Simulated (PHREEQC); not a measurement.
Dissolve 23 mmol/kgw HF and 0.25 mmol/kgw (CH3)4NF at 25 °C. Closed to the air; pH follows from the charge balance.

Equilibrium calculation in PHREEQC: ion-association model, phreeqc.dat.

No solid was allowed to form.

Q: Estimate the pH, ionic strength.

A: pH 2.45; ionic strength 0.00406 mol/kgw.

Q: In which forms is F present?

A: HF 81 %, F- 16 %, HF2- 2.4 % of the F.

Species that the database lacks are ignored. (CH3)4N+ isn't in the database: it is added as a free cation with an ion size of 4 Å.
